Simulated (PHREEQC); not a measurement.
Make-up at 25 °C: 0.0037 mol/kgw H3PO4, 0.00015 mol/kgw HCl and 7.1e-06 mol/kgw H4SiO4. Closed to the air; pH follows from the charge balance.

Equilibrium calculation in PHREEQC: ion-association model, phreeqc.dat.

```yaml
pH: 2.57
ionic_strength: 0.00284 mol/kgw
specific_conductance: 1050 µS/cm
total_alkalinity: -3.85 meq/kg
```

| species | molality | activity | log γ |
|---|---|---|---|
| H+ | 0.00284 | 0.00269 | -0.023 |
| H2PO4- | 0.00269 | 0.00254 | -0.025 |
| H3PO4 | 0.00101 | 0.00101 | 0.000 |
| Cl- | 0.000150 | 0.000141 | -0.026 |
| H4SiO4 | 7.10e-6 | 7.10e-6 | 0.000 |
| HPO4-2 | 7.38e-8 | 5.86e-8 | -0.100 |

No solid was allowed to form.
